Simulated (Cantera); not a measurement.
What does this Cantera script print?

```python
import numpy as np
import cantera as ct

gas_names = """
    H H2 Si SiH SiH2 SiH3 SiH4 Si2 Si3
""".split()
cond_names = """
    Si(cr) Si(L)
""".split()


def load(file, names, dense=False):
    # The tables refer to 1 bar. Condensed volumes are neglected.
    table = {s.name: s for s in ct.Species.list_from_file(file)}
    out = []
    for n in names:
        d = dict(table[n].input_data)
        d["thermo"] = dict(d["thermo"], **{"reference-pressure": 1e5})
        if dense:
            d["equation-of-state"] = {"model": "constant-volume", "density": "1e6 g/cm^3"}
        out.append(ct.Species.from_dict(d))
    return out


gas = ct.Solution(thermo="ideal-gas", species=load("nasa_gas.yaml", gas_names))
cond = {s.name: ct.Solution(thermo="fixed-stoichiometry", species=[s], name=s.name)
        for s in load("nasa_condensed.yaml", cond_names, dense=True)}
atoms = {
    'Si': {'Si': 1},
    'H2': {'H': 2},
}
top_T = {}  # K; cautious upper limits of use, not melting points


def equilibrate(T, P, feed):
    n = {}
    for name, mol in feed.items():
        for a, k in atoms[name].items():
            n[a] = n.get(a, 0.0) + k * mol
    gas.TPX = T, P, n
    mass = sum(n.values()) * gas.mean_molecular_weight
    gas.equilibrate("TP")
    valid = [c for c in cond.values() if c.min_temp <= T <= top_T.get(c.name, c.max_temp)]
    mix = ct.Mixture([(gas, mass / gas.mean_molecular_weight)] + [(c, 0.0) for c in valid])
    mix.T, mix.P = T, P
    mix.equilibrate("TP", solver="vcs", rtol=1e-11, max_steps=5000)
    return mix


results = []
feed = {'Si': 1, 'H2': 2.1}  # mol
T = 823  # K
P = 13332.2  # Pa
mix = equilibrate(T, P, feed)
results.append((T, P, feed, dict(zip(mix.species_names, mix.species_moles))))
print(gas.report(threshold=0.001))
for i in range(1, mix.n_phases):
    print(f"{mix.phase(i).name:16s} {mix.phase_moles(i):12.5e} mol")
```

Output:

```
       temperature   823 K
          pressure   13332 Pa
           density   0.0039279 kg/m^3
  mean mol. weight   2.016 kg/kmol
   phase of matter   gas

                          1 kg             1 kmol
                     ---------------   ---------------
          enthalpy        7.6288e+06         1.538e+07  J
   internal energy        4.2346e+06        8.5369e+06  J
           entropy             87872        1.7715e+05  J/K
    Gibbs function        -6.469e+07       -1.3042e+08  J
 heat capacity c_p             14730             29697  J/K
 heat capacity c_v             10606             21382  J/K

                      mass frac. Y      mole frac. X     chem. pot. / RT
                     ---------------   ---------------   ---------------
                H2                 1                 1           -19.059
     [   +8 minor]        4.7852e-07        3.0056e-08

Si(cr)            1.00000e+00 mol
```

Cantera equilibrium calculation (NASA polynomials, part measured and part estimated; ideal gas, pure solids and liquids).
